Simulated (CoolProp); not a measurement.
Vapour-liquid equilibrium of propane (1) + isobutane (2) at 0.15 MPa; x and y are mole fractions of (1).

Computed with CoolProp (multi-fluid Helmholtz-energy mixture model, Lemmon 2009 and Bücker 2006; pair parameters Kunz 2012).

```
x      bubble temperature (K)  y at the bubble point  dew temperature at overall composition x (K)  liquid density (mol/L)
-----  ----------------------  ---------------------  --------------------------------------------  ----------------------
0.05                    269.2                  0.132                                         270.9                   10.15
0.125                   265.6                  0.294                                         269.4                   10.36
0.2                     262.4                  0.425                                         267.8                   10.57
0.275                   259.5                  0.531                                         266.1                   10.77
0.35                    256.9                  0.620                                         264.3                   10.98
0.425                   254.5                  0.694                                         262.4                   11.19
0.5                     252.2                  0.757                                         260.4                   11.40
0.575                   250.1                  0.811                                         258.3                   11.62
0.65                    248.1                  0.857                                         255.9                   11.84
0.725                   246.2                  0.897                                         253.4                   12.06
0.8                     244.5                  0.931                                         250.5                   12.29
0.875                   242.8                  0.960                                         247.3                   12.52
0.95                    241.3                  0.985                                         243.4                   12.76
```

No azeotrope shows between x = 0.05 and 0.95.

Pair parameters are fitted to limited data, so mixtures are less certain than the pure fluids.
